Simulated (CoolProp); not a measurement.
R124 at 298.15 K and 7.95 MPa flows at 2.3 m/s in a round tube of 2 mm bore and 15 µm roughness, fully developed (64/Re and Nu = 3.66 if laminar; Colebrook and Gnielinski if turbulent). Each further row changes one setting.

Computed with CoolProp (reference Helmholtz-energy equation of state, de Vries 1995).

```tsv
case	Reynolds number	Darcy friction factor	pressure drop (Pa/m)	heat-transfer coefficient (W/(m² K))	mass flow (kg/h)
as stated	22400	?	?	?	36.2
velocity 4.6 m/s	44800	?	265000	13000	72.4
diameter 4 mm	44800	?	27800	5750	145
```

Problem. What belongs in the gaps?

Solution. 
- as stated, Darcy friction factor: 0.0374
- as stated, pressure drop (Pa/m): 68900
- as stated, heat-transfer coefficient (W/(m² K)): 6550
- velocity 4.6 m/s, Darcy friction factor: 0.0360
- diameter 4 mm, Darcy friction factor: 0.0303

Viscosity comes from a separate model (Bell 2016), an estimate that may be off by 10 % or more. Thermal conductivity comes from a separate model (Huber 2003), an estimate that may be off by 10 % or more.
